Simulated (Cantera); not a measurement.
## Thermodynamics of carbon deposition, reforming and gasification, feed CH4 + NH3 + H2

Charge: 1 mol CH4, 0.032 mol NH3, 0.34 mol H2, at 2002 °C and 0.110 bar.

Cantera equilibrium calculation (NASA polynomials, part measured and part estimated; ideal gas, pure solids and liquids). Candidate condensed phases: C, C6H6, C7H8, C8H18; 92 gas species. Equilibrium is a limit: real reactors are often held back by kinetics, nucleation or transport.

The x(H2) comes out as 0.963 and the x(H) is 0.0251. The x(N2) is 0.00511 and the x(C2H2 (acetylene)) comes out as 0.00367. The x(HCN) is 0.00268 and the x(HNC) is 0.000236. The x(CH4) comes out as 2.30e-5, the x(CH3) comes out as 1.13e-5 and the x(C4H2) comes out as 5.71e-6. The n(C(graphite)) is 0.975 mol and the gas amount is 2.435 mol.
